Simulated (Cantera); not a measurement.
Charge: 1 mol Al(CH₃)₃, 13 mol H₂O, 260 mol N₂, at 802 °C and 1.00 Torr.

Equilibrium computed with Cantera from the NASA thermochemical tables; the gas is ideal and each condensed phase is pure. Candidate condensed phases: Al, AlN, Al₂O₃, C, C₆H₆, C₇H₈, C₈H₁₈, H₂O; 148 gas species. The feed counts by its element totals alone. Equilibrium is a limit: real reactors are often held back by kinetics, nucleation or transport.

Base state: N₂ 0.927, H₂ 0.0367, H₂O 0.0257, CO 0.00610, CO₂ 0.00460 (mole fractions); condensed: Al₂O₃(s).

**Question.** What changes in the equilibrium state with this change: Al(CH₃)₃ replaced by AlCl₃?

**Answer.** 
| species | before | after |
|---|---|---|
| N₂ | 0.927 | 0.947 |
| H₂O | 0.0257 | 0.0419 |
| HCl | 0 | 0.0109 |
| H₂ | 0.0367 | 1.90e-6 |
| CO | 0.00610 | 0 |
| CO₂ | 0.00460 | 0 |
| Al₂O₃(s), mol | 0.500 | 0.500 |
Further candidate phases: AlCl₃, NH₄Cl.
